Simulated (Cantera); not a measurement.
## Low-pressure radical oxidation in H2/O2

An isothermal, constant-pressure homogeneous reactor starts with H₂ : O₂ : N₂ : H₂O = 0.026 : 1 : 2 : 0.0034 (molar parts), equivalence ratio 0.013, at 1425 K and 20.0 Torr.

Detailed kinetics in Cantera: GRI-Mech 3.0 (53 species, 325 reactions). Radical loss at walls, strong at low pressure, is not modelled.

| t (s) | x H₂ | x O₂ | x OH | x O | x HO₂ | x H |
|---|---|---|---|---|---|---|
| 0.000200 | 0.00858 | 0.330 | 4.21e-8 | 4.64e-8 | 3.73e-8 | 1.43e-8 |
| 0.000773 | 0.00858 | 0.330 | 1.23e-6 | 1.43e-6 | 1.45e-7 | 3.06e-7 |
| 0.00299 | 0.000926 | 0.323 | 0.00189 | 0.00550 | 7.90e-7 | 0.000768 |
| 0.0116 | 8.50e-5 | 0.323 | 0.00118 | 0.00653 | 5.93e-7 | 0.000518 |
| 0.0447 | 6.85e-5 | 0.323 | 0.00106 | 0.00518 | 5.37e-7 | 0.000368 |
| 0.173 | 3.43e-5 | 0.325 | 0.000752 | 0.00252 | 3.77e-7 | 0.000126 |
| 0.669 | 7.30e-6 | 0.327 | 0.000348 | 0.000523 | 1.45e-7 | 1.21e-5 |
| 2.59 | 8.92e-7 | 0.327 | 0.000122 | 6.32e-5 | 3.25e-8 | 5.11e-7 |
| 10.0 | 1.33e-7 | 0.327 | 4.72e-5 | 9.40e-6 | 1.74e-8 | 2.94e-8 |
x: mole fraction; the columns are a selection and need not sum to one.

Equilibrium at this temperature and pressure: H₂ 6.91e-8, O₂ 0.327, OH 3.40e-5, O 4.89e-6, HO₂ 1.94e-8, H 1.11e-8 (gas phase only).
